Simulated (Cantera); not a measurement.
A freely propagating, adiabatic, planar premixed flame of H₂ : O₂ : N₂ = 1 : 0.602 : 2.27 (molar parts), unburnt at 550 K and 113 Torr; mixture-averaged transport, grid criteria slope 0.08 and curve 0.16, no radiation.

Model: the H2/O2 subset of GRI-Mech 3.0, which has no nitrogen chemistry, integrated in Cantera. Burning velocities carry a grid error of a few per cent, more on coarse grids.

### Question
What does this change do: O2 0.602 to 0.47 parts?

### Answer
```csv
quantity,before,after
laminar burning velocity,464 cm/s,439 cm/s
thermal thickness,5.39 mm,5.99 mm
peak x(HO₂),7.09e-5,5.86e-5
peak x(H₂O₂),2.42e-6,1.90e-6
peak x(OH),0.0174,0.0124
```

### Question
What does this change do: O2 0.602 to 0.76 parts?

### Answer
```tsv
quantity	before	after
laminar burning velocity	464 cm/s	475 cm/s
thermal thickness	5.39 mm	4.82 mm
peak x(HO₂)	7.09e-5	8.36e-5
peak x(H₂O₂)	2.42e-6	3.07e-6
peak x(OH)	0.0174	0.0194
```
Lean hydrogen flames are cellular in practice and burn faster than this planar one.

### Question
What does this change do: O2 0.602 to 0.77 parts?

### Answer
| quantity | before | after |
|---|---|---|
| laminar burning velocity | 464 cm/s | 476 cm/s |
| thermal thickness | 5.39 mm | 4.80 mm |
| peak x(HO₂) | 7.09e-5 | 8.43e-5 |
| peak x(H₂O₂) | 2.42e-6 | 3.10e-6 |
| peak x(OH) | 0.0174 | 0.0195 |
Lean hydrogen flames are cellular in practice and burn faster than this planar one.
